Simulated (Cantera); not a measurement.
Feed: 1 mol SiH2Cl2, 0.15 mol Cl2, 120 mol N2, held at 1123 K and 1330 Pa.

These are equilibrium values from Cantera (NASA tables, ideal gas, pure condensed phases), not measurements of a reactor. Candidate condensed phases: NH4Cl, Si, Si3N4; 28 gas species. N2 is the only nitrogen source here; it is nearly inert below about 1500 K, so the nitride shown seldom forms there in practice. The tables' values for SiCl3 are old estimates; treat these amounts as uncertain. Equilibrium is a limit: real reactors are often held back by kinetics, nucleation or transport.

Base state: N2 0.984, HCl 0.0140, H2 0.00123, SiCl4 0.00120, SiCl3 3.16e-5, SiCl2 1.03e-5 (mole fractions); condensed: Si3N4(s).

Q: What changes in the equilibrium state with this change: temperature from 1123 K to 1623.15 K?

A: 
```tsv
species	before	after
N2	0.984	0.982
HCl	0.0140	0.00787
SiCl2	1.03e-5	0.00533
H2	0.00123	0.00425
H	1.29e-8	3.91e-5
Cl	1.31e-7	5.70e-5
SiCl4	0.00120	3.48e-6
SiCl3	3.16e-5	8.91e-5
Si3N4(s), mol	0.283	0.113
```
